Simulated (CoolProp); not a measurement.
Vapour-liquid equilibrium of acetone (1) + dimethyl carbonate (2) at 680 kPa; x and y are mole fractions of (1).

Model: multi-fluid Helmholtz-energy mixture model, Lemmon 2006 and Zhou 2011; pair parameters Bell 2016, in CoolProp.

```json
[
 {"x": "0.05", "bubble temperature (K)": "?", "y at the bubble point": "0.100", "dew temperature at overall composition x (K)": "435.9", "liquid density (mol/L)": "9.633"},
 {"x": "0.125", "bubble temperature (K)": "430.3", "y at the bubble point": "0.229", "dew temperature at overall composition x (K)": "?", "liquid density (mol/L)": "9.772"},
 {"x": "0.2", "bubble temperature (K)": "426.6", "y at the bubble point": "0.339", "dew temperature at overall composition x (K)": "431.2", "liquid density (mol/L)": "9.907"},
 {"x": "0.275", "bubble temperature (K)": "?", "y at the bubble point": "?", "dew temperature at overall composition x (K)": "428.8", "liquid density (mol/L)": "10.04"},
 {"x": "0.35", "bubble temperature (K)": "?", "y at the bubble point": "0.521", "dew temperature at overall composition x (K)": "426.3", "liquid density (mol/L)": "10.17"},
 {"x": "0.425", "bubble temperature (K)": "417.2", "y at the bubble point": "0.597", "dew temperature at overall composition x (K)": "423.6", "liquid density (mol/L)": "10.31"},
 {"x": "0.5", "bubble temperature (K)": "414.4", "y at the bubble point": "0.667", "dew temperature at overall composition x (K)": "420.9", "liquid density (mol/L)": "10.44"},
 {"x": "0.575", "bubble temperature (K)": "411.8", "y at the bubble point": "0.730", "dew temperature at overall composition x (K)": "418.1", "liquid density (mol/L)": "10.57"},
 {"x": "0.65", "bubble temperature (K)": "?", "y at the bubble point": "0.788", "dew temperature at overall composition x (K)": "415.1", "liquid density (mol/L)": "10.71"},
 {"x": "0.725", "bubble temperature (K)": "406.7", "y at the bubble point": "0.841", "dew temperature at overall composition x (K)": "412.0", "liquid density (mol/L)": "10.84"},
 {"x": "0.8", "bubble temperature (K)": "404.3", "y at the bubble point": "0.890", "dew temperature at overall composition x (K)": "408.7", "liquid density (mol/L)": "10.98"},
 {"x": "0.875", "bubble temperature (K)": "402.0", "y at the bubble point": "0.935", "dew temperature at overall composition x (K)": "405.1", "liquid density (mol/L)": "11.11"},
 {"x": "0.95", "bubble temperature (K)": "399.8", "y at the bubble point": "0.975", "dew temperature at overall composition x (K)": "401.2", "liquid density (mol/L)": "11.25"}
]
```

Question: Complete the blanks.

Answer: 
- 0.05, bubble temperature (K): 434.4
- 0.125, dew temperature at overall composition x (K): 433.6
- 0.275, bubble temperature (K): 423.3
- 0.275, y at the bubble point: 0.435
- 0.35, bubble temperature (K): 420.1
- 0.65, bubble temperature (K): 409.2

No azeotrope shows between x = 0.05 and 0.95.

Pair parameters are fitted to limited data, so mixtures are less certain than the pure fluids. The gap from Raoult's law changes sign with composition, which may be real or a fault of the pair parameters; it wasn't checked against measurements.
